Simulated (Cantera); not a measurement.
Charge: 1 mol Si3N4, 0.11 mol H2, 0.093 mol Si, at 5.10e-5 bar.

Equilibrium computed with Cantera from the NASA thermochemical tables; the gas is ideal and each condensed phase is pure. Candidate condensed phases: Si, Si3N4; 18 gas species. Mutual solubility and eutectic melting of coexisting phases are not modelled. The tables' values for SiN are old estimates; treat these amounts as uncertain. Equilibrium is a limit: real reactors are often held back by kinetics, nucleation or transport.

x: gas mole fraction; n: condensed amount in mol.

```tsv
T (K)	x N2	x H2	x Si	x H	n Si(s)	n Si3N4(s)	n Si(l)
1448	0.322	0.677	5.73e-5	0.00106	0.171	0.974	0
1473	0.541	0.458	0.000107	0.00120	0.288	0.935	0
1498	0.894	0.106	0.000197	0.000782	1.48	0.536	0
1523	0.947	0.0517	0.000353	0.000736	3.09	0	0
1548	0.947	0.0516	[?]	[?]	3.09	0	0
1573	0.946	0.0514	0.00108	0.00129	3.09	0	0
1598	0.945	0.0511	0.00183	0.00169	3.09	0	0
1623	0.944	0.0508	0.00307	0.00218	3.09	0	0
1648	0.942	0.0504	[?]	[?]	3.08	0	0
1673	0.938	0.0498	0.00819	0.00356	3.07	0	0
1698	0.933	0.0491	0.0129	0.00449	0	0	3.06
1723	0.927	0.0481	0.0193	0.00560	0	0	3.05
1748	0.917	0.0469	0.0285	0.00693	0	0	3.03
```

Question: Complete the blanks.

Answer: 
- 1648, x Si: 0.00505
- 1648, x H: 0.00280
- 1548, x Si: 0.000623
- 1548, x H: 0.000979
